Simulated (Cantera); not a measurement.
# Adiabatic ignition

An adiabatic, constant-pressure homogeneous reactor starts with 31.2 % H2, 10.4 % O2, 58.4 % N2, equivalence ratio 1.5, at 1600 K and 62000 Pa.

Detailed kinetics in Cantera: the H2/O2 subset of GRI-Mech 3.0, which has no nitrogen chemistry.

| t (s) | T (K) | x H2 | x O2 | x H2O2 | x O | x H | x HO2 | x OH |
|---|---|---|---|---|---|---|---|---|
| 5.00e-6 | 1600 | 0.312 | 0.104 | 5.43e-8 | 1.28e-6 | 1.26e-5 | 1.99e-6 | 1.24e-6 |
| 1.23e-5 | 1601 | 0.310 | 0.103 | 3.15e-7 | 0.000156 | 0.00152 | 1.18e-5 | 0.000151 |
| 3.03e-5 | 1832 | 0.0908 | 0.0114 | 4.65e-7 | 0.0149 | 0.120 | 3.62e-6 | 0.0147 |
| 7.45e-5 | 2116 | 0.100 | 0.00819 | 1.75e-7 | 0.0114 | 0.0885 | 2.11e-6 | 0.0182 |
| 0.000183 | 2397 | 0.107 | 0.00510 | 8.54e-8 | 0.00713 | 0.0602 | 1.32e-6 | 0.0189 |
| 0.000451 | 2628 | 0.111 | 0.00269 | 7.13e-8 | 0.00367 | 0.0384 | 1.02e-6 | 0.0164 |
| 0.00111 | 2732 | 0.112 | 0.00173 | 7.46e-8 | 0.00232 | 0.0290 | 8.68e-7 | 0.0141 |
| 0.00273 | 2740 | 0.112 | 0.00165 | 7.48e-8 | 0.00221 | 0.0282 | 8.51e-7 | 0.0139 |
| 0.00671 | 2740 | 0.112 | 0.00165 | 7.48e-8 | 0.00221 | 0.0282 | 8.51e-7 | 0.0139 |
| 0.0165 | 2740 | 0.112 | 0.00165 | 7.48e-8 | 0.00221 | 0.0282 | 8.51e-7 | 0.0139 |
| 0.0406 | 2740 | 0.112 | 0.00165 | 7.48e-8 | 0.00221 | 0.0282 | 8.51e-7 | 0.0139 |
| 0.100 | 2740 | 0.112 | 0.00165 | 7.48e-8 | 0.00221 | 0.0282 | 8.51e-7 | 0.0139 |
x: mole fraction; the columns are a selection and need not sum to one.

```yaml
time_of_steepest_temperature_rise: 19.7 µs
temperature at 0.100 s: 2740 K
equilibrium_temperature: 2740 K
x(H2) at 0.100 s: 0.112 (gas-phase equilibrium 0.112)
x(O2) at 0.100 s: 0.00165 (gas-phase equilibrium 0.00165)
x(H2O2) at 0.100 s: 7.48e-8 (gas-phase equilibrium 7.48e-8)
```
